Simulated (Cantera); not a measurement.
An isothermal, constant-pressure homogeneous reactor starts with 5.49 % H2, 84.4 % O2, 10.1 % N2, equivalence ratio 0.033, at 1400 K and 0.00987 atm.

Model: the H2/O2 subset of GRI-Mech 3.0, which has no nitrogen chemistry, integrated in Cantera. Radical loss at walls, strong at low pressure, is not modelled. The temperature is held fixed by assumption; the heat of reaction is taken as removed at once.

x: mole fraction; the columns are a selection and need not sum to one.

```csv
t (s),x H2,x O2,x H2O2,x O,x OH,x HO2,x H2O
5.00e-6,0.0549,0.844,<1e-12,3.11e-10,3.09e-10,4.06e-9,8.74e-12
2.73e-5,0.0549,0.844,4.58e-12,7.39e-9,7.09e-9,2.22e-8,1.17e-9
0.000150,0.0549,0.844,1.33e-10,1.47e-7,1.26e-7,1.21e-7,1.14e-7
0.000818,0.0546,0.844,?,0.000107,8.77e-5,7.00e-7,0.000157
0.00447,0.00109,0.799,4.25e-8,0.0384,0.00628,1.46e-6,0.0470
0.0245,0.000955,0.804,4.18e-8,0.0331,0.00591,1.42e-6,0.0483
0.134,0.000499,0.822,?,0.0164,0.00432,1.13e-6,0.0521
0.731,6.42e-5,0.837,?,0.00202,0.00156,3.76e-7,0.0554
4.00,3.75e-6,0.839,?,0.000117,0.000379,5.63e-8,0.0562
```

Q: Complete the blanks.

A: 
- 0.000818, x H2O2: 3.40e-9
- 0.134, x H2O2: 3.60e-8
- 0.731, x H2O2: 1.54e-8
- 4.00, x H2O2: 2.98e-9
